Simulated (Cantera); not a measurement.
Standard-state values (1 bar) from the NASA 1993 polynomials, evaluated with Cantera. Values are per mole of reaction as written; species without (g) are pure solids or liquids, kept so even where they would boil at 1 bar.

Mg(g) + 2 HCl(g) → 2 H(g) + MgCl2(g), with ΔH° = 81.1 kJ and ΔS° = -15.9 J/K at 300 K.

**Question.** How far is the shortcut ΔG° ≈ ΔH°(300 K) − T·ΔS°(300 K) from the full temperature-dependent value at 2073, 2173, 2273, 2373, 2473, 2573, 2673, 2773, 2873 K?

**Answer.** 
```csv
T (K),shortcut (kJ),full (kJ),difference (kJ),difference in log10 K
2073,114.0,68.3,45.6,-1.15
2173,115.5,66.2,49.4,-1.19
2273,117.1,64.0,53.1,-1.22
2373,118.7,61.8,56.9,-1.25
2473,120.3,59.5,60.8,-1.28
2573,121.9,57.2,64.7,-1.31
2673,123.5,54.9,68.6,-1.34
2773,125.1,52.5,72.6,-1.37
2873,126.6,50.1,76.6,-1.39
```
The shortcut ignores the heat-capacity change of the reaction.
